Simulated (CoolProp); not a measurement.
Values from CoolProp's reference Helmholtz-energy equation of state, Thol 2019.

### Question
For dodecamethylpentasiloxane (MD3M), give the phase and the density (kg/m³), cp (kJ/(kg K)), isothermal compressibility (1/MPa), expansivity (1/kK) at 620 K and 460 kPa; 620 K and 1050 kPa; 620 K and 2380 kPa.

### Answer
- 620 K and 460 kPa: gas; density 43.8, cp 2.20, isothermal compressibility 2.89, expansivity 4.11
- 620 K and 1050 kPa: liquid; density 443, cp 2.69, isothermal compressibility 0.264, expansivity 9.97
- 620 K and 2380 kPa: liquid; density 510, cp 2.41, isothermal compressibility 0.0545, expansivity 3.49
